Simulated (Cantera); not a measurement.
Input (Python, Cantera):

```python
import numpy as np
import cantera as ct

gas = ct.Solution("gri30.yaml")
gas.TPX = 2000, 13332, {'CH4': 0.034, 'H2': 1, 'H': 0.065, 'N2': 0.079}
inlet = ct.Reservoir(gas, clone=True)

reactor = ct.IdealGasConstPressureReactor(gas, energy="off", clone=False)
exhaust = ct.Reservoir(gas, clone=True)
tau = [2.2, 1.2, 0.62, 0.33, 0.18, 0.095, 0.051, 0.027, 0.015, 0.0078][0]
for a, b in ((inlet, reactor), (reactor, exhaust)):
    ct.MassFlowController(a, b, mdot=lambda t: reactor.mass / tau)
net = ct.ReactorNet([reactor])
show = ['CH4', 'H2', 'H', 'C2H6', 'C2H', 'C2H2', 'C2H4']

rows = []
print(f"{'tau/s':>10s}{'T/K':>9s}" + "".join(f"{s:>11s}" for s in show))
for tau in [2.2, 1.2, 0.62, 0.33, 0.18, 0.095, 0.051, 0.027, 0.015, 0.0078]:
    net.initial_time = 0.0
    net.advance(30 * tau)
    before = gas.X
    net.advance(40 * tau)
    drift = np.max(np.abs(gas.X - before) / (gas.X + 1e-9))
    rows.append([gas.T, *gas[show].X, drift])
    print(f"{tau:10.3e}{gas.T:9.1f}" + "".join(f"{x:11.3e}" for x in gas[show].X))
```

Output:

```
     tau/s      T/K        CH4         H2          H       C2H6        C2H       C2H2       C2H4
 2.200e+00   2000.0  1.045e-03  9.137e-01  4.392e-03  1.318e-08  1.238e-06  1.379e-02  1.149e-05
 1.200e+00   2000.0  1.378e-03  9.135e-01  4.442e-03  2.310e-08  1.237e-06  1.362e-02  1.156e-05
 6.200e-01   2000.0  1.855e-03  9.131e-01  4.522e-03  4.264e-08  1.237e-06  1.337e-02  1.177e-05
 3.300e-01   2000.0  2.446e-03  9.126e-01  4.632e-03  7.614e-08  1.237e-06  1.305e-02  1.223e-05
 1.800e-01   2000.0  3.153e-03  9.120e-01  4.784e-03  1.314e-07  1.241e-06  1.267e-02  1.313e-05
 9.500e-02   2000.0  4.052e-03  9.112e-01  5.015e-03  2.291e-07  1.251e-06  1.217e-02  1.488e-05
 5.100e-02   2000.0  5.060e-03  9.102e-01  5.342e-03  3.842e-07  1.272e-06  1.160e-02  1.783e-05
 2.700e-02   2000.0  6.176e-03  9.090e-01  5.825e-03  6.311e-07  1.312e-06  1.096e-02  2.273e-05
 1.500e-02   2000.0  7.216e-03  9.077e-01  6.460e-03  9.655e-07  1.373e-06  1.033e-02  2.954e-05
 7.800e-03   2000.0  8.296e-03  9.059e-01  7.451e-03  1.486e-06  1.478e-06  9.621e-03  4.044e-05
```

Computed with Cantera and GRI-Mech 3.0 (53 species, 325 reactions). GRI-Mech 3.0 stops at C3 and has no aromatics, soot or wall deposition, so with more carbon than oxygen in the feed, carbon stays in small species such as C2H2 where larger ones or solid carbon would form.
